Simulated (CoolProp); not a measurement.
C3F8 (R218) along the isobar 14.7 MPa: density (kg/m³) from the reference equation and from simpler models built on Tc = 345.0 K, pc = 2.640 MPa, ω = 0.317; each cubic takes its own stable root.

Values from CoolProp's reference Helmholtz-energy equation of state, Lemmon 2006. It is a short technical equation, of lower accuracy than the large ones.

```json
[
 {"T (K)": "267", "phase": "liquid", "reference": "1570", "van der Waals": "1081", "Soave-Redlich-Kwong": "1528", "Peng-Robinson": "1715"},
 {"T (K)": "279.3", "phase": "liquid", "reference": "1529", "van der Waals": "1064", "Soave-Redlich-Kwong": "1489", "Peng-Robinson": "1671"},
 {"T (K)": "291.7", "phase": "liquid", "reference": "1486", "van der Waals": "1047", "Soave-Redlich-Kwong": "?", "Peng-Robinson": "1623"},
 {"T (K)": "304.1", "phase": "liquid", "reference": "1442", "van der Waals": "1030", "Soave-Redlich-Kwong": "?", "Peng-Robinson": "1573"},
 {"T (K)": "316.4", "phase": "liquid", "reference": "1397", "van der Waals": "1013", "Soave-Redlich-Kwong": "1360", "Peng-Robinson": "1521"},
 {"T (K)": "328.8", "phase": "liquid", "reference": "1351", "van der Waals": "995.8", "Soave-Redlich-Kwong": "1313", "Peng-Robinson": "1466"},
 {"T (K)": "341.1", "phase": "liquid", "reference": "1304", "van der Waals": "978.2", "Soave-Redlich-Kwong": "1265", "Peng-Robinson": "1409"},
 {"T (K)": "353.5", "phase": "supercritical", "reference": "1256", "van der Waals": "960.3", "Soave-Redlich-Kwong": "1215", "Peng-Robinson": "1350"},
 {"T (K)": "365.8", "phase": "supercritical", "reference": "1207", "van der Waals": "942.2", "Soave-Redlich-Kwong": "1164", "Peng-Robinson": "1290"},
 {"T (K)": "378.2", "phase": "supercritical", "reference": "1157", "van der Waals": "923.8", "Soave-Redlich-Kwong": "1113", "Peng-Robinson": "1229"},
 {"T (K)": "390.6", "phase": "supercritical", "reference": "1107", "van der Waals": "905.3", "Soave-Redlich-Kwong": "?", "Peng-Robinson": "1167"},
 {"T (K)": "402.9", "phase": "supercritical", "reference": "1057", "van der Waals": "886.7", "Soave-Redlich-Kwong": "1011", "Peng-Robinson": "1108"},
 {"T (K)": "415.3", "phase": "supercritical", "reference": "1007", "van der Waals": "867.8", "Soave-Redlich-Kwong": "961.0", "Peng-Robinson": "1049"},
 {"T (K)": "427.6", "phase": "supercritical", "reference": "959.0", "van der Waals": "?", "Soave-Redlich-Kwong": "913.6", "Peng-Robinson": "993.5"},
 {"T (K)": "440", "phase": "supercritical", "reference": "912.3", "van der Waals": "829.9", "Soave-Redlich-Kwong": "868.3", "Peng-Robinson": "940.8"}
]
```

**Question.** Complete the blanks.

**Answer.** 
- 291.7, Soave-Redlich-Kwong: 1448
- 304.1, Soave-Redlich-Kwong: 1405
- 390.6, Soave-Redlich-Kwong: 1061
- 427.6, van der Waals: 849.0
